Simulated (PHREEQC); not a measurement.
Make-up at 25 °C: 28 mmol/kgw Na2SeO4, 69 mmol/kgw HCl and 14 mmol/kgw NaCl. Closed to the air; pH follows from the charge balance.

Equilibrium calculation in PHREEQC: ion-association model, wateq4f.dat.

```csv
quantity,before,after
SeO4-2 (mol/kgw),0.0146,0.00260
HSeO4- (mol/kgw),0.0134,0.0254
SI of Halite (NaCl),-4.07,-3.25
```

Q: Which change was made?
(A) diluted 10-fold with water
(B) diluted 2-fold with water
(C) 0.017 mol/kgw KCl added
(D) HCl from 0.069 to 0.69 mol/kgw

A: D, HCl from 0.069 to 0.69 mol/kgw

This is a speciation only: nothing precipitates in the calculation. The ionic strength passes 0.7 mol/kgw, the rough limit of the ion-association models, in after.
